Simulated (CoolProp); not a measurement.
Vapour pressure (MPa) of R1336mzz(Z): the reference equation beside estimates from Tc = 444.5 K, pc = 2.904 MPa, ω = 0.386. Clausius-Clapeyron is anchored at 327.5 K with a constant enthalpy of vaporisation of 25.31 kJ/mol.

Values from CoolProp's reference Helmholtz-energy equation of state, McLinden 2020.

| T (K) | reference | Clausius-Clapeyron | van der Waals | Redlich-Kwong | Soave-Redlich-Kwong |
|---|---|---|---|---|---|
| 327.5 | 0.2057 | 0.2057 | 0.7521 | 0.3856 | … |
| 334.4 | 0.2540 | 0.2492 | 0.8325 | 0.4535 | 0.2557 |
| 341.4 | 0.3115 | 0.3003 | 0.9194 | 0.5305 | 0.3142 |
| 348.3 | 0.3775 | 0.3583 | … | 0.6150 | 0.3814 |
| 355.2 | 0.4536 | 0.4246 | 1.107 | 0.7084 | 0.4591 |
| 362.1 | 0.5409 | 0.5000 | … | 0.8112 | 0.5483 |
| 369.1 | 0.6418 | 0.5864 | 1.320 | 0.9254 | 0.6515 |
| 376 | 0.7546 | 0.6822 | … | 1.048 | 0.7669 |
| 382.9 | 0.8819 | 0.7894 | 1.554 | 1.182 | 0.8971 |
| 389.9 | 1.027 | 0.9105 | 1.682 | 1.328 | 1.045 |
| 396.8 | 1.187 | 1.043 | … | 1.484 | 1.209 |

**Question.** Fill in the missing entries.

**Answer.** 
- 327.5, Soave-Redlich-Kwong: 0.2066
- 348.3, van der Waals: 1.011
- 362.1, van der Waals: 1.210
- 376, van der Waals: 1.434
- 396.8, van der Waals: 1.814

Absolute difference from the reference over all 11 rows, mean and median: Clausius-Clapeyron 7.0 and 7.6 %, van der Waals 137.5 and 123.7 %, Redlich-Kwong 52.4 and 50.0 %, Soave-Redlich-Kwong 1.3 and 1.4 %.
